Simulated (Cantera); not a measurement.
Input (Python, Cantera) and output of one run.

```python
import numpy as np
import cantera as ct

gas_names = """
    C CO CO2 C2 C2O C3 C3O2 C4 C5 Fe FeC5O5 FeO O O2 O3
""".split()
cond_names = """
    C(gr) Fe(a) Fe(c) Fe(d) Fe(L) FeC5O5(L) FeO(s) FeO(L) Fe2O3(s) Fe3O4(s)
""".split()


# ... load() reads the species with a 1 bar reference pressure and builds the phases ...
atoms = {
    'Fe2O3': {'Fe': 2, 'O': 3},
    'C': {'C': 1},
    'CO': {'C': 1, 'O': 1},
}
top_T = {'C(gr)': 4500, 'Fe2O3(s)': 1830, 'Fe3O4(s)': 1870}  # K; cautious upper limits of use, not melting points


# ... equilibrate(T, P, feed) seeds the gas with the atoms and calls Mixture.equilibrate('TP', solver="vcs", rtol=1e-11, max_steps=5000) ...
results = []
T = 2600  # K
P = 2800  # Pa
for m in [0.46, 0.72, 0.98, 1.2, 1.5, 1.8, 2]:
    feed = {'Fe2O3': 1, 'C': m, 'CO': 0.41}  # mol
    mix = equilibrate(T, P, feed)
    results.append((T, P, feed, dict(zip(mix.species_names, mix.species_moles))))

top = {s: max(r[3][s] / sum(r[3][g] for g in gas_names) for r in results) for s in gas_names}
cols = sorted((s for s in top if top[s] > 0.0001), key=lambda s: -top[s])[:9]
seen = [c for c in cond_names if any(r[3].get(c, 0) > 1e-12 for r in results)]
print("log10 of partial pressures in bar; condensed amounts in mol")
print(f"{'n(C)':>10s}" + "".join(f"{s[:9]:>10s}" for s in cols + seen))
for T, P, feed, n in results:
    ng = sum(n[g] for g in gas_names)
    print(f"{feed['C']:10.4g}" + "".join(f"{np.log10(max(n[s] / ng * P / 1e5, 1e-99)):10.3f}" for s in cols)
          + "".join(f"{n.get(c, 0):10.4g}" for c in seen))
```

Output:

```
log10 of partial pressures in bar; condensed amounts in mol
      n(C)        CO        Fe       CO2        O2       FeO         O    FeO(L)
      0.46    -2.054    -2.299    -2.097    -2.510    -2.755    -2.888      1.65
      0.72    -1.997    -2.165    -2.173    -2.778    -2.755    -3.022     1.422
      0.98    -1.985    -2.077    -2.250    -2.955    -2.755    -3.111     1.118
       1.2    -1.987    -2.028    -2.301    -3.052    -2.755    -3.159     0.829
       1.5    -1.996    -1.986    -2.352    -3.138    -2.755    -3.202    0.4119
       1.8    -2.000    -1.959    -2.390    -3.204    -2.762    -3.235         0
         2    -1.949    -1.960    -2.445    -3.417    -2.870    -3.342         0
```

Method: chemical equilibrium by Gibbs-energy minimisation in Cantera with the NASA 1993 tables (ideal gas, pure condensed phases). The tables' stoichiometric FeO is somewhat more stable than real wüstite, so its field is too wide. FeO: taken at fixed stoichiometry.
